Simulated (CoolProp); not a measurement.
A single-stage vapour-compression cycle with benzene: evaporating at 315.15 K (dew point), condensing at 353.15 K (bubble point), superheat 5 K, subcooling 0 K, compressor efficiency 0.6, no pressure losses. Each further row changes one setting.

The numbers come from the reference Helmholtz-energy equation of state, Thol 2012 in CoolProp.

```json
[
 {"case": "as stated", "cooling COP": "4.50", "pressure ratio": "3.82", "discharge temperature (K)": "384.6", "refrigerating effect (kJ/kg)": "357", "volumetric capacity (kJ/m³)": "281"},
 {"case": "evaporating temperature 320.15 K", "cooling COP": "5.33", "pressure ratio": "3.13", "discharge temperature (K)": "380.3", "refrigerating effect (kJ/kg)": "362", "volumetric capacity (kJ/m³)": "343"},
 {"case": "condensing temperature 348.15 K", "cooling COP": "5.26", "pressure ratio": "3.27", "discharge temperature (K)": "377.3", "refrigerating effect (kJ/kg)": "366", "volumetric capacity (kJ/m³)": "288"},
 {"case": "subcooling 5 K", "cooling COP": "4.61", "pressure ratio": "3.82", "discharge temperature (K)": "384.6", "refrigerating effect (kJ/kg)": "366", "volumetric capacity (kJ/m³)": "288"},
 {"case": "superheat 15 K", "cooling COP": "4.50", "pressure ratio": "3.82", "discharge temperature (K)": "394.4", "refrigerating effect (kJ/kg)": "369", "volumetric capacity (kJ/m³)": "281"},
 {"case": "compressor efficiency 0.5", "cooling COP": "3.75", "pressure ratio": "3.82", "discharge temperature (K)": "395.6", "refrigerating effect (kJ/kg)": "357", "volumetric capacity (kJ/m³)": "281"}
]
```
